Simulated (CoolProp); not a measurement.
Aqueous methanol as a coolant, 50 % by mass, freezing at -54.5 °C, 1 atm.

Model: Melinder's fits for secondary coolants, in CoolProp.

| T (°C) | Prandtl number | viscosity (mPa s) | cp (kJ/(kg K)) | density (kg/m³) |
|---|---|---|---|---|
| -4.7 | ___ | 3.95 | 3.399 | 931.6 |
| -0.6 | 34.4 | 3.40 | 3.441 | 929.0 |
| 3.5 | ___ | 2.94 | 3.480 | 926.4 |
| 7.6 | 26.4 | 2.57 | 3.516 | 923.8 |
| 11.6 | 23.4 | 2.26 | 3.548 | 921.2 |
| 15.7 | 20.7 | 2.00 | ___ | 918.5 |
| 19.8 | 18.5 | ___ | 3.602 | 915.9 |
| 23.9 | ___ | 1.58 | 3.623 | 913.1 |
| 27.9 | 14.9 | ___ | 3.639 | 910.5 |
| 32 | 13.3 | 1.28 | 3.652 | 907.7 |

Task: What belongs in the gaps?

Result: 
- -4.7, Prandtl number: 39.7
- 3.5, Prandtl number: 30.1
- 15.7, cp (kJ/(kg K)): 3.577
- 19.8, viscosity (mPa s): 1.77
- 23.9, Prandtl number: 16.5
- 27.9, viscosity (mPa s): 1.42
